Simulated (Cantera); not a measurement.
Input: 1 mol AlN, 0.36 mol H2O, 1 mol H2, equilibrated at 1725 K and 0.0133 bar.

These are equilibrium values from Cantera (NASA tables, ideal gas, pure condensed phases), not measurements of a reactor. Candidate condensed phases: Al, AlN, Al2O3, H2O; 35 gas species. Mutual solubility and eutectic melting of coexisting phases are not modelled. Kinetics and transport are ignored.

Base state: H2 0.917, N2 0.0811, H 0.00154, Al 0.000109, Al2O 2.50e-5 (mole fractions); condensed: AlN(s) + Al2O3(s).

Problem. What changes in the equilibrium state with this change: temperature from 1725 K to 1550 K?

Solution. 
```tsv
species	before	after
H2	0.917	0.919
N2	0.0811	0.0811
H	0.00154	0.000261
Al	0.000109	7.32e-7
Al2O	2.50e-5	4.26e-8
AlN(s), mol	0.760	0.760
Al2O3(s), mol	0.120	0.120
```
